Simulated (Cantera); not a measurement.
Thermodynamics of carbon deposition, reforming and gasification, feed CH3OH + CO2

A closed system holds: 1 mol CH3OH, 0.81 mol CO2, equilibrated at 0.0900 Torr.

Equilibrium computed with Cantera from the NASA thermochemical tables; the gas is ideal and each condensed phase is pure. Candidate condensed phases: C, C6H6, C7H8, C8H18, H2O; 131 gas species. Ions and electrons are included (thermal ionisation). The numbers say what is thermodynamically allowed, not how fast it happens.

```
T (K)    x H    x CO    x O      x C      x e-      x C+      x H2
-----  -----  ------  -----  -------  --------  --------  --------
3000   0.602   0.274  0.122  4.24e-8   5.61e-9  1.65e-12   0.00174
3500   0.604   0.273  0.122  2.26e-5   2.37e-7   1.54e-8  0.000126
4000   0.603   0.270  0.125  0.00248   8.95e-6   6.59e-6   1.72e-5
4500   0.571   0.204  0.170   0.0544  0.000260  0.000251   3.27e-6
5000   0.499  0.0532  0.273    0.170   0.00221   0.00217   7.21e-7
```
x: gas mole fraction; nothing condenses.

From 3000 K to 5000 K nothing is condensed. The main C-bearing gas is CO at 3000 K and C at 5000 K.
